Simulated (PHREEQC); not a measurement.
CaCl2 is added in steps, without added water, to 1 kg of water holding 120 mmol/kgw H2SO4, 12 mmol/kgw LiCl and 6.9 mmol/kgw Fe2(SO4)3, at 25 °C. O2 is buffered at 0.21 atm. CO2 from the air is kept out. Solids allowed: Gypsum, Hematite. Others were left out.

Base run: PHREEQC, ion-association model, phreeqc.dat. Each further column changes one thing. The table gives Hematite (mol).

```csv
CaCl2 added (mol),base,Davies equation for every ion,database wateq4f.dat,Debye-Hückel limiting law,all activity coefficients set to 1
0,0.00491,0.00512,0.00495,(withheld),0.00466
0.0175,0.00492,0.00514,0.00498,(withheld),0.00463
0.035,0.00486,0.00507,0.00492,0.00264,0.00450
0.06125,0.00471,0.00493,0.00478,(withheld),(withheld)
0.07875,0.00463,0.00485,0.00471,0,0.00434
0.09625,0.00456,0.00478,0.00465,0,0.00434
0.1138,0.00450,0.00472,0.00459,0,0.00434
0.1313,0.00444,0.00466,0.00453,0,0.00433
0.1487,0.00437,0.00460,0.00447,0,0.00426
0.175,0.00424,0.00448,0.00435,0,0.00402
0.1925,0.00414,0.00439,0.00426,0,(withheld)
0.21,0.00402,0.00429,0.00416,0,0.00350
```

### Question
What belongs in the gaps?

### Answer

- 0, Debye-Hückel limiting law: 0.00449
- 0.0175, Debye-Hückel limiting law: 0.00377
- 0.06125, Debye-Hückel limiting law: 6.38e-5
- 0.06125, all activity coefficients set to 1: 0.00438
- 0.1925, all activity coefficients set to 1: 0.00378

 The ionic strength passes 0.7 mol/kgw, the rough limit of the ion-association models, in part of: Debye-Hückel limiting law. phreeqc.dat and wateq4f.dat share most of their constants, so their agreement is no independent check. Solids allowed in the column 'database wateq4f.dat': Gypsum, Portlandite, Hematite.
